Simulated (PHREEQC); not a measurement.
A made-up water analysis in mmol/kgw, 75 °C, pH 3.17, pe 8.4:

| constituent | mmol/kgw |
|---|---|
| Na | 1.55 |
| K | 0.179 |
| Ca | 2.29 |
| Mg | 1.54 |
| Cl | 3.01 |
| S(6) | 3.77 |
| O(0) (counted as O atoms) | 0.00339 |
| F | 0.003 |
| Al | 0.00126 |

Valence states are taken as typed.

Model: ion-association model, phreeqc.dat, run in PHREEQC.

Each row changes one thing in this solution. This is a speciation only: nothing precipitates in the calculation.

```
case                                               ionic strength (mol/kgw)  SO4-2 (mol/kgw)  Ca+2 (mol/kgw)  Mg+2 (mol/kgw)  HSO4- (mol/kgw)  HF (mol/kgw)  SI of Gypsum (CaSO4:2H2O)  SI of Gibbsite (Al(OH)3)
-------------------------------------------------  ------------------------  ---------------  --------------  --------------  ---------------  ------------  -------------------------  ------------------------
as made                                                              0.0134          0.00237         0.00188        0.000951         0.000382       1.50e-6                      -1.07                     -3.54
temperature from 75 to 35 °C at the same typed pH                       ___              ___         0.00190         0.00116              ___           ___                      -1.10                     -5.41
all concentrations times 3 at the same typed pH                      0.0351          0.00622         0.00508         0.00228         0.000837       3.66e-6                      -0.42                     -3.53
```

Problem. What belongs in the gaps?

Solution. 
- temperature from 75 to 35 °C at the same typed pH, ionic strength (mol/kgw): 0.0146
- temperature from 75 to 35 °C at the same typed pH, SO4-2 (mol/kgw): 0.00282
- temperature from 75 to 35 °C at the same typed pH, HSO4- (mol/kgw): 0.000162
- temperature from 75 to 35 °C at the same typed pH, HF (mol/kgw): 1.00e-6

Complexes and solids missing from the database can't appear. Constants without temperature data keep their 25 °C values here. Fluoro complexes past AlF4- and FeF3 are missing from the database.
